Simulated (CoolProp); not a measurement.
Hydrogen sulfide along the isobar 109 bar: fugacity coefficient from the reference equation and from simpler models built on Tc = 100.0 °C, pc = 89.99 bar, ω = 0.101; each cubic takes its own stable root.

Model: reference Helmholtz-energy equation of state, Lemmon 2006, in CoolProp. It is a short technical equation, of lower accuracy than the large ones.

```
T (°C)          phase  reference
------  -------------  ---------
43.45          liquid     0.2624
52.15          liquid     0.3045
60.95          liquid     0.3500
69.75          liquid     0.3979
78.45          liquid     0.4471
87.25          liquid     0.4980
95.95          liquid     0.5484
104.75  supercritical     0.5981
113.45  supercritical     0.6408
122.25  supercritical     0.6725
130.95  supercritical     0.6981
```

Question: How far does each simpler model (van der Waals, Soave-Redlich-Kwong, Peng-Robinson) lie from the reference over these 11 states: mean and median of the absolute difference, and the worst?

Answer: 
- van der Waals: mean 16.3 %, median 12.1 %, worst +44.7 % at 43.45 °C and 109 bar
- Soave-Redlich-Kwong: mean 1.4 %, median 1.7 %, worst +2.4 % at 43.45 °C and 109 bar
- Peng-Robinson: mean 2.5 %, median 2.3 %, worst -3.9 % at 130.95 °C and 109 bar
